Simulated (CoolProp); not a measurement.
Vapour pressure (MPa) of CF4 (R14): the reference equation beside estimates from Tc = -45.8 °C, pc = 3.762 MPa, ω = 0.178. Clausius-Clapeyron is anchored at -99.45 °C with a constant enthalpy of vaporisation of 10.21 kJ/mol.

The numbers come from the reference Helmholtz-energy equation of state, Platzer 1990 in CoolProp. This equation is an older, rougher fit; its heat capacities, sound speeds and derivatives of the liquid may be far off and weren't checked against measurements.

```
T (°C)   reference  Lee-Kesler  Clausius-Clapeyron  van der Waals  Redlich-Kwong  Soave-Redlich-Kwong  Peng-Robinson
-------  ---------  ----------  ------------------  -------------  -------------  -------------------  -------------
-108.55     0.3338      0.3372              0.3567         0.8928         0.4338               0.3373         0.3353
-105.55     0.3904      0.3947              0.4076         0.9762         0.5010               0.3950         0.3921
-102.45     0.4560      0.4614              0.4656          1.067         0.5778               0.4621         0.4581
-99.45      0.5272      0.5335              0.5272          1.161         0.6598               0.5348         0.5297
-96.35      0.6090      0.6163              0.5967          1.262         0.7527               0.6185         0.6121
-93.35      0.6968      0.7051              0.6700          1.366         0.8509               0.7085         0.7007
-90.25      0.7970      0.8063              0.7522          1.479         0.9614               0.8112         0.8018
-87.25      0.9038      0.9139              0.8382          1.593          1.077               0.9206         0.9097
-84.15       1.025       1.036              0.9341          1.717          1.207                1.045          1.032
-81.15       1.153       1.164               1.034          1.843          1.342                1.176          1.162
-78.05       1.297       1.309               1.144          1.978          1.492                1.324          1.308
-75.05       1.449       1.462               1.259          2.115          1.647                1.479          1.462
-71.95       1.620       1.633               1.385          2.263          1.819                1.653          1.635
```

Absolute difference from the reference over all 13 rows, mean and median: Lee-Kesler 1.1 and 1.1 %, Clausius-Clapeyron 7.0 and 6.9 %, van der Waals 92.5 and 85.6 %, Redlich-Kwong 20.8 and 20.6 %, Soave-Redlich-Kwong 1.7 and 1.8 %, Peng-Robinson 0.6 and 0.6 %.
